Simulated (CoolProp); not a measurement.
Carbon monoxide along the isotherm -125.15 °C: fugacity coefficient from the reference equation and from simpler models built on Tc = -140.3 °C, pc = 3498 kPa, ω = 0.050; each cubic takes its own stable root.

Values from CoolProp's reference Helmholtz-energy equation of state, Lemmon 2006. It is a short technical equation, of lower accuracy than the large ones.

```csv
p (kPa),phase,reference,van der Waals,Redlich-Kwong,Soave-Redlich-Kwong,Peng-Robinson
55.3,gas,0.9962,0.9964,0.9961,0.9961,0.9956
86.1,gas,0.9940,0.9944,0.9939,0.9940,0.9931
134,gas,0.9907,0.9913,0.9905,0.9906,0.9893
209,gas,0.9856,0.9864,0.9852,0.9854,0.9833
325,gas,0.9776,0.9789,0.9770,0.9773,0.9742
506,gas,0.9653,0.9672,0.9644,0.9648,0.9600
788,gas,0.9461,0.9490,0.9448,0.9454,0.9382
1230,gas,0.9165,0.9206,0.9144,0.9155,0.9046
1910,gas,0.8716,0.8771,0.8686,0.8702,0.8545
2980,gas,0.8025,0.8088,0.7984,0.8009,0.7790
4630,supercritical,0.6990,0.7008,0.6938,0.6980,0.6702
7210,supercritical,0.5553,0.5552,0.5544,0.5607,0.5307
11200,supercritical,0.4372,0.4532,0.4418,0.4480,0.4165
17500,supercritical,0.3661,0.4028,0.3726,0.3786,0.3430
```
